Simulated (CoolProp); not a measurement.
Properties of nitrogen along the isotherm -138.05 °C.

The numbers come from the reference Helmholtz-energy equation of state, Span 2000 in CoolProp.

```
p (bar)          phase  density (kg/m³)  cv (kJ/(kg K))  Prandtl number
-------  -------------  ---------------  --------------  --------------
0.161              gas           0.4020          0.7426           0.756
0.243              gas           0.6072          0.7429           0.757
0.367              gas           0.9179          0.7432           0.758
0.553              gas            1.385          0.7437           0.759
0.834              gas            2.094          0.7446           0.761
1.26               gas            3.174          0.7458           0.765
1.9                gas            4.812          0.7477           0.770
2.86               gas            7.301          0.7506           0.777
4.32               gas            11.17          0.7552           0.790
6.52               gas            17.18          0.7624           0.809
9.83               gas            26.72          0.7740           0.840
14.8               gas            42.33          0.7936           0.894
22.4               gas            70.27          0.8302            1.01
33.8               gas            128.8          0.9114            1.40
50.9     supercritical            345.4           1.046            3.46
```

Viscosity comes from a separate model (Lemmon 2004). Thermal conductivity comes from a separate model (Lemmon 2004).
